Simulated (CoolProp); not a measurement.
Vapour-liquid equilibrium of R22 (1) + R115 (2) at 5.75 bar; x and y are mole fractions of (1).

Model: multi-fluid Helmholtz-energy mixture model, Kamei 1995 and Lemmon 2016; pair parameters Bell 2016, in CoolProp.

Question: Give the bubble temperature and the first vapour's composition at x = 0.65, 0.725, 0.8. Is there an azeotrope?

Answer: x = 0.65: 274.2 K, y = 0.616; x = 0.725: 274.7 K, y = 0.682; x = 0.8: 275.3 K, y = 0.756. y crosses x between x = 0.5 and 0.575: the model has an azeotrope there.

Pair parameters are fitted to limited data, so mixtures are less certain than the pure fluids.
